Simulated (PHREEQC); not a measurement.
A solution holds 0.00011 mol Ag2SO4, 0.21 mol NaCl and 0.033 mol Cu(NO3)2 per kg of water, at 25 °C. Closed to the air; pH follows from the charge balance.

Model: ion-association model, wateq4f.dat, run in PHREEQC.

```yaml
pH: 4.58
ionic_strength: 0.300 mol/kgw
activity_of_water: 0.991
```

| species | molality | activity | log γ |
|---|---|---|---|
| Na+ | 0.210 | 0.152 | -0.140 |
| Cl- | 0.204 | 0.139 | -0.167 |
| NO3- | 0.0660 | 0.0435 | -0.181 |
| Cu+2 | 0.0283 | 0.00820 | -0.537 |
| CuCl+ | 0.00447 | 0.00308 | -0.162 |
| CuCl2 | 0.000215 | 0.000230 | 0.030 |
| AgCl2- | 0.000121 | 8.86e-5 | -0.135 |
| SO4-2 | 6.63e-5 | 1.67e-5 | -0.600 |
| AgCl4-3 | 4.86e-5 | 2.99e-6 | -1.211 |
| AgCl3-2 | 4.46e-5 | 1.29e-5 | -0.538 |
| H+ | 3.37e-5 | 2.63e-5 | -0.107 |

No solid was allowed to form. The solution is supersaturated, for example in Cerargyrite, Atacamite, so a real one may precipitate; this is no full list.
